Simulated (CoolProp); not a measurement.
Dimethyl carbonate at several states: fugacity coefficient from the reference equation and from simpler models built on Tc = 283.9 °C, pc = 4.909 MPa, ω = 0.346; each cubic takes its own stable root.

Values from CoolProp's reference Helmholtz-energy equation of state, Zhou 2011.

```tsv
T (°C)	p (MPa)	phase	reference
56.65	6.22	liquid	0.005929
13.65	3.34	liquid	0.001325
90.85	0.0296	gas	0.9918
129.95	3.1	liquid	0.1023
243.85	1.03	gas	0.9092
212.15	3.73	liquid	0.3872
```

Q: How far does each simpler model (van der Waals, Redlich-Kwong, Peng-Robinson) lie from the reference over these 6 states: mean and median of the absolute difference, and the worst?

A: 
- van der Waals: mean 965.4 %, median 148.4 %, worst +4238.1 % at 13.65 °C and 3.34 MPa
- Redlich-Kwong: mean 102.4 %, median 49.6 %, worst +324.3 % at 13.65 °C and 3.34 MPa
- Peng-Robinson: mean 0.5 %, median 0.5 %, worst +0.9 % at 13.65 °C and 3.34 MPa
